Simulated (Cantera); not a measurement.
Input: 1 mol SiH2Cl2, 0.12 mol C2H4, 1100 mol H2, 0.031 mol C2H2, at 2900 Pa.

Equilibrium computed with Cantera from the NASA thermochemical tables; the gas is ideal and each condensed phase is pure. Candidate condensed phases: C, C6H6, C7H8, C8H18, Si, SiC; 109 gas species. Gases not in the tables: Si2H6 and higher silanes. Kinetics and transport are ignored. All values below are at 2073 K.

Base state: H2 0.982, H 0.0153, HCl 0.00177, Si 0.000731, C2H2 (acetylene) 0.000117, SiH 7.09e-5, SiH2 3.31e-5, Si2C 2.51e-5 (mole fractions); condensed: gas only.

Question: What changes in the equilibrium state with this change: pressure from 2900 Pa to 76000 Pa?

Answer: 
```tsv
species	before	after
H2	0.982	0.995
H	0.0153	0.00301
HCl	0.00177	0.00179
Si	0.000731	0.000131
SiH2	3.31e-5	0.000158
C2H2 (acetylene)	0.000117	6.17e-6
CH4	3.07e-6	1.88e-5
Si2C	2.51e-5	4.84e-6
Cl	2.04e-5	3.99e-6
SiH	7.09e-5	6.56e-5
Si(l), mol	0	0.318
SiC(s), mol	0	0.261
```
Mutual solubility and eutectic melting of coexisting phases are not modelled.
